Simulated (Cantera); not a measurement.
A closed system holds: 1 mol Si, 0.71 mol H2, held at 973 K and 19.0 bar.

Method: chemical equilibrium by Gibbs-energy minimisation in Cantera with the NASA 1993 tables (ideal gas, pure condensed phases). Candidate condensed phases: Si; 9 gas species. Equilibrium is a limit: real reactors are often held back by kinetics, nucleation or transport.

Base state: H2 1.000 (mole fractions); condensed: Si(s).

What changes in the equilibrium state with this change: Si replaced by SiCl4?


| species | before | after |
|---|---|---|
| SiCl4 | 0 | 0.550 |
| H2 | 1.000 | 0.381 |
| HCl | 0 | 0.0346 |
| SiHCl3 | 0 | 0.0340 |
| SiH2Cl2 | 0 | 0.000220 |
| SiCl3 | 0 | 0.000154 |
| Si(s), mol | 1.000 | 0 |
The tables' values for SiCl3 are old estimates; treat these amounts as uncertain.
